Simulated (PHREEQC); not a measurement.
A solution holds 0.083 mol/kgw HF, 0.038 mol/kgw H2SiF6, 0.00033 mol/kgw H3PO4 and 0.079 mol/kgw HCl, at 25 °C. Closed to the air; pH follows from the charge balance.

Equilibrium calculation in PHREEQC: ion-association model, phreeqc.dat.

No solid was allowed to form.

Question: Order these F species by the share of F that they hold, largest first: SiF6-2, HF2-, F-, HF.

Answer: SiF6-2 (73 %), HF (26 %), F- (0.21 %), HF2- (0.13 %)

The pH is 0.91 and the ionic strength 0.194 mol/kgw. SiF6-2 is the database's only silicon fluoride.
